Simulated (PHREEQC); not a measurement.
Dissolve 0.58 mol NH3 per kg of water at 25 °C. Closed to the air; pH follows from the charge balance.

All values are PHREEQC results (ion-association model, phreeqc.dat), not measurements.

No solid was allowed to form.

Question: Estimate the pH, ionic strength.

Answer: pH 11.50; ionic strength 0.00340 mol/kgw.
